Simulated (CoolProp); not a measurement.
Saturated liquid density (kg/m³) of carbon monoxide: the reference equation beside estimates from Tc = 132.9 K, pc = 3498 kPa, ω = 0.050.

Model: reference Helmholtz-energy equation of state, Lemmon 2006, in CoolProp. It is a short technical equation, of lower accuracy than the large ones.

```tsv
T (K)	reference	van der Waals	Peng-Robinson
90.1	754.9	515.7	847.1
94.5	733.6	501.3	819.9
98.9	711.2	485.8	790.3
103.3	687.4	469.2	757.9
107.6	662.3	451.6	723.0
112	634.4	431.9	683.1
116.4	603.3	409.9	638.0
120.8	567.6	384.5	585.6
125.2	524.3	354.0	522.1
```

Absolute difference from the reference over all 9 rows, mean and median: van der Waals 31.9 and 31.8 %, Peng-Robinson 7.9 and 9.2 %.
